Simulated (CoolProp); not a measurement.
Values from CoolProp's reference Helmholtz-energy equation of state, Lemmon 2000. It is a pseudo-pure fit of the blend.

Q: For dry air, give the phase and the cp (kJ/(kg K)), cv (kJ/(kg K)), Joule-Thomson coefficient (K/MPa) at 678.4 K and 0.0224 MPa; 431.6 K and 8.62 MPa.

A: 
- 678.4 K and 0.0224 MPa: gas; cp 1.07, cv 0.782, Joule-Thomson coefficient -0.0776
- 431.6 K and 8.62 MPa: supercritical; cp 1.07, cv 0.740, Joule-Thomson coefficient 0.587
